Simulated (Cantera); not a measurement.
Charge: 1 mol HBr, 0.4 mol H2O, a varied amount of O2, held at 627 °C and 54.0 Pa.

Cantera equilibrium calculation (NASA polynomials, part measured and part estimated; ideal gas, pure solids and liquids). Candidate condensed phases: Br2, H2O; 12 gas species. Kinetics and transport are ignored.

x: gas mole fraction; nothing condenses.

```csv
n(O2) (mol),x O2,x H2O,x Br2,x Br,x HBr
0.43,0.117,0.544,0.279,0.0352,0.0239
0.58,0.191,0.499,0.256,0.0338,0.0194
0.77,0.269,0.451,0.231,0.0321,0.0161
1,0.346,0.404,0.206,0.0303,0.0135
1.4,0.446,0.342,0.174,0.0278,0.0107
1.8,?,?,?,0.0258,?
2.4,?,?,?,?,?
3.3,0.679,0.197,0.0979,0.0209,0.00550
4.4,0.741,0.158,0.0777,0.0186,0.00430
5.8,0.792,0.127,0.0614,0.0165,0.00336
7.8,0.838,0.0985,0.0469,0.0144,0.00255
```

Question: What belongs in the gaps?

Answer: 
- 1.8, x O2: 0.520
- 1.8, x H2O: 0.296
- 1.8, x Br2: 0.150
- 1.8, x HBr: 0.00891
- 2.4, x O2: 0.599
- 2.4, x H2O: 0.247
- 2.4, x Br2: 0.124
- 2.4, x Br: 0.0235
- 2.4, x HBr: 0.00713
